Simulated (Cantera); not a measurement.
A Cantera script and its output.

```python
import numpy as np
import cantera as ct

gas = ct.Solution("gri30.yaml")
gas.TPX = 1098, 88000, {'N2O': 1, 'N2': 0.89, 'H2O': 0.11}
inlet = ct.Reservoir(gas, clone=True)

reactor = ct.IdealGasConstPressureReactor(gas, energy="off", clone=False)
exhaust = ct.Reservoir(gas, clone=True)
tau = [1.2, 0.55, 0.25, 0.11, 0.049, 0.022, 0.0097, 0.0043, 0.0019, 0.00085][0]
for a, b in ((inlet, reactor), (reactor, exhaust)):
    ct.MassFlowController(a, b, mdot=lambda t: reactor.mass / tau)
net = ct.ReactorNet([reactor])
show = ['N2O', 'NO2', 'N2', 'NO', 'O', 'O2']

rows = []
print(f"{'tau/s':>10s}{'T/K':>9s}" + "".join(f"{s:>11s}" for s in show))
for tau in [1.2, 0.55, 0.25, 0.11, 0.049, 0.022, 0.0097, 0.0043, 0.0019, 0.00085]:
    net.initial_time = 0.0
    net.advance(30 * tau)
    before = gas.X
    net.advance(40 * tau)
    drift = np.max(np.abs(gas.X - before) / (gas.X + 1e-9))
    rows.append([gas.T, *gas[show].X, drift])
    print(f"{tau:10.3e}{gas.T:9.1f}" + "".join(f"{x:11.3e}" for x in gas[show].X))
```

Result:

```
     tau/s      T/K        N2O        NO2         N2         NO          O         O2
 1.200e+00   1098.0  4.487e-01  2.727e-04  4.759e-01  1.860e-03  2.871e-07  1.933e-02
 5.500e-01   1098.0  4.747e-01  2.130e-04  4.602e-01  8.830e-04  3.042e-07  9.470e-03
 2.500e-01   1098.0  4.881e-01  1.455e-04  4.522e-01  3.930e-04  3.198e-07  4.442e-03
 1.100e-01   1098.0  4.946e-01  8.345e-05  4.482e-01  1.670e-04  3.335e-07  1.982e-03
 4.900e-02   1098.0  4.976e-01  4.058e-05  4.465e-01  7.489e-05  3.430e-07  8.867e-04
 2.200e-02   1098.0  4.989e-01  1.653e-05  4.457e-01  3.622e-05  3.480e-07  3.978e-04
 9.700e-03   1098.0  4.995e-01  5.315e-06  4.453e-01  1.809e-05  3.498e-07  1.742e-04
 4.300e-03   1098.0  4.998e-01  1.312e-06  4.451e-01  9.062e-06  3.496e-07  7.604e-05
 1.900e-03   1098.0  4.999e-01  2.222e-07  4.451e-01  4.342e-06  3.481e-07  3.270e-05
 8.500e-04   1098.0  5.000e-01  2.357e-08  4.450e-01  1.997e-06  3.445e-07  1.416e-05
```

Model: GRI-Mech 3.0 (53 species, 325 reactions), integrated in Cantera. GRI-Mech 3.0 was tuned for natural gas; its chemistry of N2O as a main component is partial and can be far from experiment. The mechanism lacks the step 2 NO + O2 → 2 NO2, which can matter for NO2 below about 1400 K. The temperature is held fixed by assumption; the heat of reaction is taken as removed at once.
